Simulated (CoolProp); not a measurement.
A simple Rankine cycle with R142b: condensing at 322.15 K, boiler at 3.35 MPa, turbine inlet 439.3 K, turbine efficiency 0.85, pump efficiency 0.8, no recuperator. Each further row changes one setting.

Computed with CoolProp (reference Helmholtz-energy equation of state, Lemmon 2006). It is a short technical equation, of lower accuracy than the large ones.

```
case                             thermal efficiency (%)  net work (kJ/kg)  heat in (kJ/kg)  turbine exit temperature (K)  volume ratio over the turbine
-------------------------------  ----------------------  ----------------  ---------------  ----------------------------  -----------------------------
as stated                                          12.8              34.8              272                         374.3                           5.41
turbine inlet 459.3 K                              12.8                 ?              299                             ?                              ?
condensing temperature 314.15 K                    14.0                 ?              283                         367.6                           6.66
boiler pressure 2.34 MPa                           10.5              30.2              286                             ?                           3.56
turbine efficiency 0.75                               ?                 ?              272                             ?                           5.49
```

Q: Complete the blanks.

A: 
- turbine inlet 459.3 K, net work (kJ/kg): 38.4
- turbine inlet 459.3 K, turbine exit temperature (K): 396.5
- turbine inlet 459.3 K, volume ratio over the turbine: 5.21
- condensing temperature 314.15 K, net work (kJ/kg): 39.8
- boiler pressure 2.34 MPa, turbine exit temperature (K): 392.7
- turbine efficiency 0.75, thermal efficiency (%): 11.1
- turbine efficiency 0.75, net work (kJ/kg): 30.4
- turbine efficiency 0.75, turbine exit temperature (K): 378.7
